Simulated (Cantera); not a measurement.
Charge: 1 mol SiH₂Cl₂, 2.5 mol HCl, 5.1 mol H₂, equilibrated at 1848.15 K and 4.20 mbar.

Cantera equilibrium calculation (NASA polynomials, part measured and part estimated; ideal gas, pure solids and liquids). Candidate condensed phases: Si; 19 gas species. The tables' values for SiCl₃, SiCl are old estimates; treat these amounts as uncertain. Rates play no part.

Base state: H₂ 0.630, HCl 0.258, SiCl₂ 0.102, H 0.00650, Cl 0.00202, SiCl₃ 0.000879, SiCl 0.000686, Si 0.000497 (mole fractions); condensed: gas only.

What changes in the equilibrium state with this change: SiH₂Cl₂ replaced by (CH₃)₂SiCl₂?


| species | before | after |
|---|---|---|
| H₂ | 0.630 | 0.624 |
| HCl | 0.258 | 0.349 |
| SiCl₂ | 0.102 | 0.0169 |
| C₂H₂ (acetylene) | 0 | 0.000161 |
| SiH | 2.55e-5 | 2.28e-6 |
| Si | 0.000497 | 4.47e-5 |
| C(graphite), mol | 0 | 1.20 |
| SiC(s), mol | 0 | 0.800 |
The feed counts by its element totals alone. Further candidate phases: C, C₆H₆, C₇H₈, C₈H₁₈, SiC.
